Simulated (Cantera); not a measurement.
An isothermal, constant-pressure homogeneous reactor starts with NO : N2 = 1 : 0.5 (molar parts), at 2050 K and 0.250 bar.

Detailed kinetics in Cantera: GRI-Mech 3.0 (53 species, 325 reactions).

x: mole fraction; the columns are a selection and need not sum to one.

```json
[
 {"t (s)": "7.00e-6", "x NO": "0.667", "x N2O": "1.28e-6", "x O2": "1.43e-9", "x N2": "0.333", "x NO2": "1.44e-8", "x O": "1.28e-6"},
 {"t (s)": "5.99e-5", "x NO": "0.667", "x N2O": "1.07e-5", "x O2": "1.02e-7", "x N2": "0.333", "x NO2": "9.22e-7", "x O": "1.04e-5"},
 {"t (s)": "0.000512", "x NO": "0.666", "x N2O": "7.61e-5", "x O2": "8.79e-6", "x N2": "0.333", "x NO2": "2.97e-5", "x O": "7.76e-5"},
 {"t (s)": "0.00438", "x NO": "0.664", "x N2O": "0.000196", "x O2": "0.000765", "x N2": "0.334", "x NO2": "0.000116", "x O": "0.000249"},
 {"t (s)": "0.0374", "x NO": "0.647", "x N2O": "0.000186", "x O2": "?", "x N2": "0.343", "x NO2": "?", "x O": "?"},
 {"t (s)": "0.320", "x NO": "?", "x N2O": "?", "x O2": "?", "x N2": "?", "x NO2": "?", "x O": "?"},
 {"t (s)": "2.74", "x NO": "0.0640", "x N2O": "1.67e-6", "x O2": "0.301", "x N2": "0.634", "x NO2": "6.07e-5", "x O": "0.00108"},
 {"t (s)": "23.4", "x NO": "0.0101", "x N2O": "2.58e-7", "x O2": "0.328", "x N2": "0.661", "x NO2": "9.98e-6", "x O": "0.00112"},
 {"t (s)": "200", "x NO": "0.0101", "x N2O": "2.58e-7", "x O2": "0.328", "x N2": "0.661", "x NO2": "9.97e-6", "x O": "0.00112"}
]
```

### Question
Some entries are withheld; supply them.

### Answer

- 0.0374, x O2: 0.00926
- 0.0374, x NO2: 0.000149
- 0.0374, x O: 0.000309
- 0.320, x NO: 0.503
- 0.320, x N2O: 0.000103
- 0.320, x O2: 0.0811
- 0.320, x N2: 0.415
- 0.320, x NO2: 0.000253
- 0.320, x O: 0.000604
